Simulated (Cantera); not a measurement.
Cantera run:

```python
import numpy as np
import cantera as ct

gas_names = """
    O LiCL CL2
""".split()
cond_names = """
    Li2O(s) Li2O(L)
""".split()


def load(file, names, dense=False):
    # The tables refer to 1 bar. Condensed volumes are neglected.
    table = {s.name: s for s in ct.Species.list_from_file(file)}
    out = []
    for n in names:
        d = dict(table[n].input_data)
        d["thermo"] = dict(d["thermo"], **{"reference-pressure": 1e5})
        if dense:
            d["equation-of-state"] = {"model": "constant-volume", "density": "1e6 g/cm^3"}
        out.append(ct.Species.from_dict(d))
    return out


species = {s.name: s for s in load("nasa_gas.yaml", gas_names) + load("nasa_condensed.yaml", cond_names)}
# Each term lists the table entries of one substance; the one whose range holds T is used.
reactions = {
    'O(g) + 2 LiCl(g) = Li2O + Cl2(g)':
        [(-1, ['O']), (-2, ['LiCL']), (1, ['Li2O(s)', 'Li2O(L)']), (1, ['CL2'])],
}


def pick(names, T):
    return next(species[n] for n in names if species[n].thermo.min_temp <= T <= species[n].thermo.max_temp)


results = []
for label, terms in reactions.items():
    print(label)
    print("     T/K   dH/kJ  dS/(J/K)   dG/kJ   log10 K")
    for T in [1650, 1725, 1800, 1875, 1950, 2025]:
        used = [(nu, pick(names, T)) for nu, names in terms]
        dH = sum(nu * s.thermo.h(T) for nu, s in used) / 1e6
        dS = sum(nu * s.thermo.s(T) for nu, s in used) / 1e3
        dG = dH - T * dS / 1e3
        logK = -dG * 1e6 / (ct.gas_constant * T * np.log(10))
        results.append((label, T, dH, dS, dG, logK, [s.name for _, s in used]))
        print(f"{T:8g} {dH:8.1f} {dS:8.1f} {dG:8.1f} {logK:8.2f}")
```

It prints:

```
O(g) + 2 LiCl(g) = Li2O + Cl2(g)
     T/K   dH/kJ  dS/(J/K)   dG/kJ   log10 K
    1650   -421.9   -291.5     59.2    -1.87
    1725   -418.9   -289.8     81.0    -2.45
    1800   -415.9   -288.1    102.6    -2.98
    1875   -354.3   -254.6    123.2    -3.43
    1950   -351.2   -253.0    142.2    -3.81
    2025   -348.1   -251.5    161.1    -4.16
```

Source: NASA polynomial tables (part measured, part estimated), evaluated in Cantera. Condensed species are held in their standard states even where they would react or evaporate.
